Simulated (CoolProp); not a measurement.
Vapour-liquid equilibrium of cis-2-butene (1) + acetone (2) at 13.6 bar; x and y are mole fractions of (1).

Values from CoolProp's multi-fluid Helmholtz-energy mixture model, Lemmon 2005 and Lemmon 2006; pair parameters Bell 2016.

```json
[
 {"x": "0.05", "bubble temperature, mixture model (°C)": "151.0", "bubble temperature, Raoult's law (°C)": "154.1", "y, mixture model": "0.151", "y, Raoult's law": "0.136"},
 {"x": "0.2", "bubble temperature, mixture model (°C)": "131.4", "bubble temperature, Raoult's law (°C)": "141.0", "y, mixture model": "0.470", "y, Raoult's law": "0.439"},
 {"x": "0.35", "bubble temperature, mixture model (°C)": "118.8", "bubble temperature, Raoult's law (°C)": "130.1", "y, mixture model": "0.639", "y, Raoult's law": "0.638"},
 {"x": "0.5", "bubble temperature, mixture model (°C)": "111.0", "bubble temperature, Raoult's law (°C)": "120.8", "y, mixture model": "0.737", "y, Raoult's law": "0.774"},
 {"x": "0.65", "bubble temperature, mixture model (°C)": "105.8", "bubble temperature, Raoult's law (°C)": "112.8", "y, mixture model": "0.808", "y, Raoult's law": "0.868"},
 {"x": "0.8", "bubble temperature, mixture model (°C)": "101.8", "bubble temperature, Raoult's law (°C)": "105.9", "y, mixture model": "0.877", "y, Raoult's law": "0.936"},
 {"x": "0.95", "bubble temperature, mixture model (°C)": "98.7", "bubble temperature, Raoult's law (°C)": "99.8", "y, mixture model": "0.963", "y, Raoult's law": "0.986"}
]
```

The largest gap from Raoult's law is -11.3 K in bubble temperature, at x = 0.35. No azeotrope shows between x = 0.05 and 0.95.

Pair parameters are fitted to limited data, so mixtures are less certain than the pure fluids.
